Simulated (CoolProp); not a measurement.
Propylene at several states: density (kg/m³) from the reference equation and from simpler models built on Tc = 364.2 K, pc = 45.55 bar, ω = 0.146; each cubic takes its own stable root.

Computed with CoolProp (reference Helmholtz-energy equation of state, Lemmon 2013).

```
T (K)  p (bar)   phase  reference
-----  -------  ------  ---------
124.1        2  liquid      726.7
408.5     5.45     gas      6.954
118.5     56.6  liquid      735.3
223.4     1.52  liquid      612.8
```

Q: How far does each simpler model (van der Waals, Redlich-Kwong, Soave-Redlich-Kwong, Peng-Robinson) lie from the reference over these 4 states: mean and median of the absolute difference, and the worst?

A: 
- van der Waals: mean 44.0 %, median 38.2 %, worst -99.4 % at 223.4 K and 1.52 bar
- Redlich-Kwong: mean 5.9 %, median 7.6 %, worst -8.2 % at 118.5 K and 56.6 bar
- Soave-Redlich-Kwong: mean 5.7 %, median 7.1 %, worst -8.5 % at 118.5 K and 56.6 bar
- Peng-Robinson: mean 3.0 %, median 2.7 %, worst +6.1 % at 223.4 K and 1.52 bar

At some of these states van der Waals gives the other phase, because its saturation line lies elsewhere.
